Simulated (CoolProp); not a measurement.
A single-stage vapour-compression cycle with R125: evaporating at 224.15 K (dew point), condensing at 266.15 K (bubble point), superheat 5 K, subcooling 5 K, compressor efficiency 0.9, no pressure losses. Each further row changes one setting.

Values from CoolProp's reference Helmholtz-energy equation of state, Lemmon 2005.

```
case                              cooling COP  pressure ratio  discharge temperature (K)  refrigerating effect (kJ/kg)  volumetric capacity (kJ/m³)
--------------------------------  -----------  --------------  -------------------------  ----------------------------  ---------------------------
as stated                                4.07            5.51                      279.7                           125                          794
evaporating temperature 229.15 K         4.84            4.33                      278.1                           128                         1020
condensing temperature 261.15 K          4.76            4.65                      274.2                           131                          832
subcooling 10 K                          4.27            5.51                      279.7                           131                          832
superheat 15 K                           4.09            5.51                      289.9                           132                          799
compressor efficiency 0.8                3.62            5.51                      284.3                           125                          794
```
